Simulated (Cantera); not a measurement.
## Gas-phase reforming

An isothermal, constant-pressure homogeneous reactor starts with CH₄ : CO₂ : H₂ = 1 : 0.31 : 0.094 (molar parts), at 1400 K and 340000 Pa.

Computed with Cantera and GRI-Mech 3.0 (53 species, 325 reactions). GRI-Mech 3.0 stops at C3 and has no aromatics, soot or wall deposition, so with more carbon than oxygen in the feed, carbon stays in small species such as C2H2 where larger ones or solid carbon would form.

| t (s) | x CH₄ | x CO₂ | x H₂ | x OH | x C₂H₂ | x O₂ | x H₂O |
|---|---|---|---|---|---|---|---|
| 1.00e-5 | 0.712 | 0.221 | 0.0670 | 1.57e-11 | <1e-12 | <1e-12 | 7.76e-9 |
| 3.88e-5 | 0.712 | 0.221 | 0.0670 | 4.90e-11 | <1e-12 | <1e-12 | 8.32e-8 |
| 0.000151 | 0.712 | 0.221 | 0.0670 | 1.26e-10 | 8.03e-11 | <1e-12 | 9.36e-7 |
| 0.000585 | 0.712 | 0.221 | 0.0670 | 1.53e-10 | 5.78e-9 | <1e-12 | 6.04e-6 |
| 0.00227 | 0.712 | 0.221 | 0.0672 | 1.74e-10 | 2.07e-7 | <1e-12 | 2.81e-5 |
| 0.00881 | 0.710 | 0.221 | 0.0681 | 2.29e-10 | 9.68e-6 | <1e-12 | 0.000133 |
| 0.0342 | 0.702 | 0.219 | 0.0733 | 3.15e-10 | 0.000394 | <1e-12 | 0.000654 |
| 0.133 | 0.669 | 0.213 | 0.0970 | 5.42e-10 | 0.00593 | <1e-12 | 0.00310 |
| 0.515 | 0.564 | 0.188 | 0.168 | 1.59e-9 | 0.0289 | <1e-12 | 0.0165 |
| 2.00 | 0.379 | 0.101 | 0.249 | 7.79e-9 | 0.0615 | <1e-12 | 0.0818 |
x: mole fraction; the columns are a selection and need not sum to one.

Equilibrium at this temperature and pressure: CH₄ 0.271, CO₂ 4.42e-6, H₂ 0.407, OH 1.10e-12, C₂H₂ 0.0130, O₂ <1e-12, H₂O 1.33e-5 (gas phase only).
